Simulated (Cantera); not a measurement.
An isothermal, constant-pressure homogeneous reactor starts with H₂ : O₂ : N₂ = 1.5 : 1 : 14 (molar parts), equivalence ratio 0.75, at 850 K and 488 Torr. Integrator tolerance rtol = 1e-08.

Computed with Cantera and GRI-Mech 3.0 (53 species, 325 reactions). Below about 950 K walls govern HO2 and H2O2 in real vessels. The temperature is held fixed by assumption; the heat of reaction is taken as removed at once.

**Question.** What does this change do: pressure from 488 Torr to 97.5 Torr?

**Answer.** 
| quantity | before | after |
|---|---|---|
| x(H₂) at 2.00 s | 0.0908 (gas-phase equilibrium <1e-12) | 0.000545 (gas-phase equilibrium <1e-12) |
| x(O₂) at 2.00 s | 0.0605 (gas-phase equilibrium 0.0159) | 0.0161 (gas-phase equilibrium 0.0159) |
| x(NO₂) at 2.00 s | <1e-12 (gas-phase equilibrium 5.38e-8) | 5.99e-8 (gas-phase equilibrium 2.41e-8) |
| x(H₂O) at 2.00 s | 7.56e-5 (gas-phase equilibrium 0.0952) | 0.0947 (gas-phase equilibrium 0.0952) |
| x(NO) at 2.00 s | <1e-12 (gas-phase equilibrium 1.32e-6) | 8.33e-8 (gas-phase equilibrium 1.32e-6) |
| x(O) at 2.00 s | 5.55e-10 (gas-phase equilibrium <1e-12) | 9.63e-8 (gas-phase equilibrium <1e-12) |
Radical loss at walls, strong at low pressure, is not modelled.
